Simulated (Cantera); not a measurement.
Charge: 1 mol Si2Cl6, 3.7 mol NH3, 0.13 mol H2, equilibrated at 1325 K and 42000 Pa.

Cantera equilibrium calculation (NASA polynomials, part measured and part estimated; ideal gas, pure solids and liquids). Candidate condensed phases: NH4Cl, Si, Si3N4; 28 gas species. The feed counts by its element totals alone. The tables' values for SiCl3 are old estimates; treat these amounts as uncertain. Equilibrium is a limit: real reactors are often held back by kinetics, nucleation or transport.

### Question
What is the equilibrium state?

### Answer
```json
{
  "x(H2)": "0.425",
  "x(HCl)": "0.406",
  "x(N2)": "0.102",
  "x(SiCl4)": "0.0597",
  "x(SiHCl3)": "0.00320",
  "x(SiCl3)": "0.00304",
  "x(SiCl2)": "0.000839",
  "x(SiH2Cl2)": "2.46e-5",
  "x(NH3)": "4.18e-6",
  "n(Si3N4(s))": "0.466 mol",
  "gas_amount": "9.017 mol",
  "log10 activity of Si(s) (absent)": "-3.10"
}
```
